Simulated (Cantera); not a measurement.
Cantera run, input and output.

```python
import numpy as np
import cantera as ct

gas = ct.Solution("gri30.yaml")


def delay(T, t_max=10):
    gas.TPX = T, 100000, {'CH4': 1, 'H2': 0.13, 'O2': 3.23, 'N2': 12.1}
    reactor = ct.IdealGasReactor(gas, clone=False)
    net = ct.ReactorNet([reactor])
    net.rtol, net.atol = 1e-8, 1e-16
    while net.time < t_max:
        t_old, T_old = net.time, reactor.T
        net.step()
        if reactor.T > T + 400:  # ignition: a rise of 400 K
            return t_old + (T + 400 - T_old) / (reactor.T - T_old) * (net.time - t_old)
    return np.nan


taus = []
for T in [1073, 1123, 1173, 1223, 1273, 1323, 1373, 1423]:
    taus.append(delay(T))
    print(f"T0 = {T:6g} K   tau = {taus[-1]:.4e} s")
```

It prints:

```
T0 =   1073 K   tau = 4.0529e-02 s
T0 =   1123 K   tau = 2.3412e-02 s
T0 =   1173 K   tau = 1.3402e-02 s
T0 =   1223 K   tau = 7.6879e-03 s
T0 =   1273 K   tau = 4.4686e-03 s
T0 =   1323 K   tau = 2.6553e-03 s
T0 =   1373 K   tau = 1.6239e-03 s
T0 =   1423 K   tau = 1.0265e-03 s
```

Model: GRI-Mech 3.0 (53 species, 325 reactions), integrated in Cantera.
